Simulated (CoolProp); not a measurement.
Model: reference Helmholtz-energy equation of state, Lemmon 2006, in CoolProp. It is a short technical equation, of lower accuracy than the large ones.

Task: For C3F8 (R218), give the phase and the speed of sound (m/s), viscosity (µPa s), conductivity (mW/(m K)) at 153.05 °C and 0.0109 MPa; 153.05 °C and 0.0176 MPa.

Result: 
- 153.05 °C and 0.0109 MPa: gas; speed of sound 140, viscosity 17.6, conductivity 23.5
- 153.05 °C and 0.0176 MPa: gas; speed of sound 140, viscosity 17.6, conductivity 23.5

Viscosity comes from a separate model (Huber 2003), an estimate that may be off by 10 % or more. Thermal conductivity comes from a separate model (Huber 2003), an estimate that may be off by 10 % or more.
